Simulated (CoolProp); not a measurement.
Vapour-liquid equilibrium of toluene (1) + ethylbenzene (2) at 528.4 K; x and y are mole fractions of (1).

Computed with CoolProp (multi-fluid Helmholtz-energy mixture model, Lemmon 2006 and Zhou 2012; pair parameters Bell 2016).

Q: Give the bubble pressure and the first vapour's composition at x = 0.05, 0.65, 0.95. Is there an azeotrope?

A: x = 0.05: 1142 kPa, y = 0.070; x = 0.65: 1532 kPa, y = 0.719; x = 0.95: 1761 kPa, y = 0.964. No azeotrope shows between x = 0.05 and 0.95.

The pair parameters rest on a limited set of measurements; away from them the model extrapolates.
